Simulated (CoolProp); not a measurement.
Vapour-liquid equilibrium of diethyl ether (1) + benzene (2) at 8.82 bar; x and y are mole fractions of (1).

Values from CoolProp's multi-fluid Helmholtz-energy mixture model, Thol 2014 and Thol 2012; pair parameters Bell 2016.

| x | bubble temperature (°C) | y at the bubble point | dew temperature at overall composition x (°C) | liquid density (mol/L) |
|---|---|---|---|---|
| 0.05 | 167.1 | ? | 169.6 | 8.940 |
| 0.2 | 155.3 | 0.378 | 163.4 | 8.841 |
| 0.35 | 145.2 | 0.572 | 156.6 | ? |
| 0.5 | ? | 0.717 | 149.1 | 8.567 |
| 0.65 | 128.6 | ? | 140.6 | ? |
| 0.8 | 121.7 | 0.913 | ? | ? |
| 0.95 | 115.5 | 0.981 | 118.4 | 8.003 |

Question: Some entries are withheld; supply them.

Answer: 
- 0.05, y at the bubble point: 0.111
- 0.35, liquid density (mol/L): 8.715
- 0.5, bubble temperature (°C): 136.4
- 0.65, y at the bubble point: 0.827
- 0.65, liquid density (mol/L): 8.398
- 0.8, dew temperature at overall composition x (°C): 130.6
- 0.8, liquid density (mol/L): 8.210

No azeotrope shows between x = 0.05 and 0.95.

Pair parameters are fitted to limited data, so mixtures are less certain than the pure fluids.
